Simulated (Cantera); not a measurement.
An isothermal, constant-pressure homogeneous reactor starts with 60.6 % NH₃, 39.4 % H₂, at 2175 K and 100000 Pa.

Cantera simulation using the gas-phase N/H chemistry of the illustrative SiF4/NH3 mechanism in the Surface Chemkin manual (1991); the numbers are that mechanism's predictions, not measurements. Walls and surfaces, which speed up NH3 decomposition in real reactors, are not modelled.

x: mole fraction; the columns are a selection and need not sum to one.

| t (s) | x NH₃ | x H₂ | x NH | x N₂ | x N₂H₂ | x H | x N₂H₄ |
|---|---|---|---|---|---|---|---|
| 3.00e-5 | 0.603 | 0.395 | (withheld) | 0.000156 | 4.55e-6 | 0.000320 | 2.81e-7 |
| 9.49e-5 | 0.596 | 0.399 | 4.28e-5 | 0.00218 | 8.66e-6 | 0.000420 | 4.61e-7 |
| 0.000300 | 0.574 | 0.415 | 4.26e-5 | 0.00924 | 8.22e-6 | 0.000442 | 4.38e-7 |
| 0.000949 | 0.509 | 0.459 | 4.17e-5 | 0.0293 | 6.93e-6 | 0.000506 | 3.70e-7 |
| 0.00300 | 0.361 | 0.562 | (withheld) | 0.0758 | 4.35e-6 | 0.000687 | 2.30e-7 |
| 0.00949 | 0.143 | 0.711 | (withheld) | 0.144 | 1.41e-6 | 0.00117 | 6.52e-8 |
| 0.0300 | 0.0134 | 0.799 | (withheld) | 0.184 | 9.15e-8 | 0.00274 | 2.51e-9 |
| 0.0949 | 0.000526 | 0.807 | (withheld) | 0.188 | 5.05e-10 | 0.00439 | 9.67e-12 |
| 0.300 | 0.000109 | 0.807 | (withheld) | 0.188 | 2.34e-11 | 0.00441 | <1e-12 |
| 0.949 | 3.14e-5 | 0.807 | (withheld) | 0.188 | 3.03e-12 | 0.00442 | <1e-12 |
| 3.00 | 1.03e-5 | 0.807 | (withheld) | 0.188 | 1.41e-12 | 0.00442 | <1e-12 |
| 9.49 | 5.23e-6 | 0.807 | 1.24e-8 | 0.188 | 1.26e-12 | 0.00442 | <1e-12 |
| 30.0 | 4.84e-6 | 0.807 | 1.15e-8 | 0.188 | 1.25e-12 | 0.00442 | <1e-12 |
| 94.9 | 4.84e-6 | 0.807 | 1.15e-8 | 0.188 | 1.25e-12 | 0.00442 | <1e-12 |
| 300 | 4.84e-6 | 0.807 | 1.15e-8 | 0.188 | 1.25e-12 | 0.00442 | <1e-12 |

**Question.** Fill in the missing entries.

**Answer.** 
- 3.00e-5, x NH: 2.65e-5
- 0.00300, x NH: 3.83e-5
- 0.00949, x NH: 2.90e-5
- 0.0300, x NH: 1.24e-5
- 0.0949, x NH: 1.23e-6
- 0.300, x NH: 2.60e-7
- 0.949, x NH: 7.45e-8
- 3.00, x NH: 2.46e-8
